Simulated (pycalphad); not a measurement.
Effect of Si content in Sn-Si

Computed with pycalphad from the COST 507 light-alloy database (1999), at 1 atm. The database dates from 1999; later assessments differ in places, in temperatures and in the compounds included. Amounts are mole fractions of atoms.

```csv
alloy,liquidus (°C),first solid,solidus (°C),phases at 402 °C
Sn-0.08778Si (wt.%),733,diamond (Si),232,"liquid 1.00, diamond (Si) under 0.01"
Sn-0.1331Si (wt.%),778,diamond (Si),232,"liquid 0.99, diamond (Si) 0.01"
Sn-0.1761Si (wt.%),810,diamond (Si),232,"liquid 0.99, diamond (Si) 0.01"
Sn-0.2649Si (wt.%),860,diamond (Si),232,"liquid 0.99, diamond (Si) 0.01"
```
